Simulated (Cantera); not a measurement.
A perfectly stirred reactor is fed with H₂ : O₂ : N₂ : H₂O = 1 : 0.725 : 2.72 : 0.33 (molar parts), equivalence ratio 0.69, at 0.340 bar; it is adiabatic with a 448 K inlet, and is followed from long to short residence time, starting on the burning branch (τ in s: 0.054, 0.031, 0.017, 0.0099, 0.0056, 0.0032, 0.0018, 0.001, 0.00058, 0.00033, 0.00019, 0.00011, 6.1e-05).

Detailed kinetics in Cantera: GRI-Mech 3.0 (53 species, 325 reactions).

### Question
What does this change do: H2 1 to 0.62 parts?

### Answer
```
quantity                                                                       before                                 after
------------------------------------------------  -----------------------------------  ------------------------------------
blow-out, bracketed by the residence times tried  burning at 0.110 ms, out at 61.0 µs  burning at 0.190 ms, out at 0.110 ms
x(H₂) at τ = 54.0 ms                                                          0.00253                              0.000614
x(O₂) at τ = 54.0 ms                                                           0.0518                                 0.101
x(H₂O) at τ = 54.0 ms                                                           0.304                                 0.231
x(OH) at τ = 54.0 ms                                                          0.00595                               0.00178
x(NO₂) at τ = 54.0 ms                                                         1.95e-8                               1.80e-9
x(H₂) at τ = 1.80 ms                                                           0.0147                               0.00520
x(O₂) at τ = 1.80 ms                                                           0.0556                                 0.102
x(H₂O) at τ = 1.80 ms                                                           0.280                                 0.222
x(OH) at τ = 1.80 ms                                                           0.0110                               0.00406
x(NO₂) at τ = 1.80 ms                                                         1.79e-9                              8.56e-10
```
